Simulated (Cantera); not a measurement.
Input: 1 mol SiO2, 0.0085 mol Si, 7.3 mol H2, equilibrated at 0.133 bar.

Equilibrium computed with Cantera from the NASA thermochemical tables; the gas is ideal and each condensed phase is pure. Candidate condensed phases: H2O, Si, SiO2; 33 gas species. Ions and electrons are included (thermal ionisation). Equilibrium is a limit: real reactors are often held back by kinetics, nucleation or transport. All values below are at 5000 K.

Base state: H 0.838, O 0.1000, Si 0.0421, SiO 0.0150, H2 0.00226, Si+ 0.00116, e- 0.00116, OH 0.000503 (mole fractions); condensed: gas only.

### Question
What changes in the equilibrium state with this change: 0.042 mol HF added?

### Answer
```csv
species,before,after
H,0.838,0.836
O,0.1000,0.0995
Si,0.0421,0.0419
F,0,0.00229
SiO,0.0150,0.0148
HF,0,0.000111
O2,2.72e-5,2.69e-5
OH,0.000503,0.000500
```
